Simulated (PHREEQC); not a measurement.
0.29 g of hydrous ferric oxide (600 m²/g; 0.2 weak and 0.005 strong sites per Fe, Dzombak-Morel constants, diffuse double layer) in 1 kg of water with 0.1 mol/kgw of an inert sodium salt and 2.2e-06 mol BaCl2, at 25 °C; the pH is set by adding NaOH or the inert anion's acid. O2 is buffered at 0.21 atm. No CO2 enters from the air. Precipitation was switched off in this run.

Base run: PHREEQC, ion-association model, wateq4f.dat. Each further column changes one thing. The table gives surface charge σ (C/m²).

```json
[
 {"pH": "4", "base": "0.321", "background salt from 0.1 to 0.01 mol/kgw": "[?]", "oxide from 0.29 to 1.4 g/kgw": "0.321"},
 {"pH": "5", "base": "0.215", "background salt from 0.1 to 0.01 mol/kgw": "0.114", "oxide from 0.29 to 1.4 g/kgw": "0.215"},
 {"pH": "6.5", "base": "0.074", "background salt from 0.1 to 0.01 mol/kgw": "0.030", "oxide from 0.29 to 1.4 g/kgw": "0.074"},
 {"pH": "7.5", "base": "0.022", "background salt from 0.1 to 0.01 mol/kgw": "[?]", "oxide from 0.29 to 1.4 g/kgw": "0.022"},
 {"pH": "8.5", "base": "-0.014", "background salt from 0.1 to 0.01 mol/kgw": "-0.005", "oxide from 0.29 to 1.4 g/kgw": "-0.014"},
 {"pH": "9.5", "base": "-0.059", "background salt from 0.1 to 0.01 mol/kgw": "[?]", "oxide from 0.29 to 1.4 g/kgw": "-0.060"},
 {"pH": "11", "base": "-0.188", "background salt from 0.1 to 0.01 mol/kgw": "-0.099", "oxide from 0.29 to 1.4 g/kgw": "-0.190"},
 {"pH": "12", "base": "-0.304", "background salt from 0.1 to 0.01 mol/kgw": "[?]", "oxide from 0.29 to 1.4 g/kgw": "-0.306"}
]
```

Problem. What belongs in the gaps?

Solution. 
- 4, background salt from 0.1 to 0.01 mol/kgw: 0.217
- 7.5, background salt from 0.1 to 0.01 mol/kgw: 0.008
- 9.5, background salt from 0.1 to 0.01 mol/kgw: -0.024
- 12, background salt from 0.1 to 0.01 mol/kgw: -0.227
